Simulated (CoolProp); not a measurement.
Computed with CoolProp (reference Helmholtz-energy equation of state, Lemmon 2006). It is a short technical equation, of lower accuracy than the large ones.

Q: Give the vapour pressure (MPa), liquid density (kg/m³), vapour density (kg/m³), liquid cp (kJ/(kg K)) of saturated carbonyl sulfide at 327.9 K.

A: 
```
T (K)  p (MPa)  liquid density (kg/m³)  vapour density (kg/m³)  liquid cp (kJ/(kg K))
-----  -------  ----------------------  ----------------------  ---------------------
327.9     2.51                     893                    75.3                   1.58
```
